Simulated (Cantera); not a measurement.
A closed system holds: 1 mol AlN, 89 mol H₂, 6.2 mol Cl₂, equilibrated at 1600 K and 10.0 mbar.

Cantera equilibrium calculation (NASA polynomials, part measured and part estimated; ideal gas, pure solids and liquids). Candidate condensed phases: Al, AlCl₃, AlN, NH₄Cl; 20 gas species. The tables' values for AlCl₂ are old estimates; treat these amounts as uncertain. Rates play no part.

Base state: H₂ 0.874, HCl 0.110, N₂ 0.00522, AlCl 0.00502, AlCl₃ 0.00360, AlCl₂ 0.00182, H 0.000508, Cl 5.06e-5 (mole fractions); condensed: gas only.

Task: What changes in the equilibrium state with this change: temperature from 1600 K to 1423.15 K?

Result: 
```
species    before    after
-------  --------  -------
H₂          0.874    0.883
HCl         0.110    0.101
AlCl₃     0.00360  0.00907
Cl        5.06e-5  5.84e-6
H        0.000508  6.26e-5
```
